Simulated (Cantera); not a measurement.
A diamond (100) surface in a fixed gas of H2 with x(CH4) = 0.0025, x(H) = 0.0011, at 1273 K, 0.210 bar; coverages are run to steady state.

Model: the Harris–Goodwin 1993 mechanism for the reconstructed diamond (100) surface, integrated in Cantera.

θ: site fractions in the mechanism's names (c6HH fully hydrogenated, c6H* and c6*H radical sites, c6** diradical, c6HM methylated).

| x(CH3) | growth (µm/h) | θ c6HH | θ c6H* | θ c6*H | θ c6** | θ c6HM |
|---|---|---|---|---|---|---|
| 1e-06 | ___ | 0.431 | 0.0444 | 0.496 | 0.0284 | 1.39e-5 |
| 2.3e-06 | ___ | 0.431 | 0.0444 | 0.496 | 0.0284 | 3.20e-5 |
| 5.3e-06 | ___ | 0.431 | 0.0444 | 0.496 | 0.0283 | 7.37e-5 |
| 1.2e-05 | ___ | 0.431 | 0.0444 | 0.496 | 0.0283 | 0.000167 |
| 2.8e-05 | ___ | 0.431 | 0.0444 | 0.496 | 0.0282 | 0.000388 |
| 6.5e-05 | ___ | 0.430 | 0.0443 | 0.495 | 0.0280 | 0.000899 |
| 0.00015 | ___ | 0.429 | 0.0442 | 0.494 | 0.0276 | 0.00206 |
| 0.00035 | ___ | 0.427 | 0.0439 | 0.491 | 0.0266 | 0.00473 |
| 0.0008 | ___ | 0.423 | 0.0433 | 0.484 | 0.0247 | 0.0105 |

### Question
What belongs in the gaps?

### Answer

- 1e-06, growth (µm/h): 0.0362
- 2.3e-06, growth (µm/h): 0.0832
- 5.3e-06, growth (µm/h): 0.192
- 1.2e-05, growth (µm/h): 0.434
- 2.8e-05, growth (µm/h): 1.01
- 6.5e-05, growth (µm/h): 2.33
- 0.00015, growth (µm/h): 5.32
- 0.00035, growth (µm/h): 12.1
- 0.0008, growth (µm/h): 26.2
